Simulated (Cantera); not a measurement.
A closed system holds: 1 mol AlCl₃, 4.4 mol HCl, 14 mol N₂, 2.7 mol N₂O, equilibrated at 19.0 Pa.

Cantera equilibrium calculation (NASA polynomials, part measured and part estimated; ideal gas, pure solids and liquids). Candidate condensed phases: Al, AlCl₃, AlN, Al₂O₃, H₂O, NH₄Cl; 45 gas species. Rates play no part.

Problem. At 1475 K, list the 7 most abundant gas species with their mole fractions, and the condensed phases.

Solution. N₂ 0.676, HCl 0.174, Cl 0.123, O₂ 0.0232, H₂O 0.00183, Cl₂ 0.00118, NO 0.000333. Condensed: Al₂O₃(s).
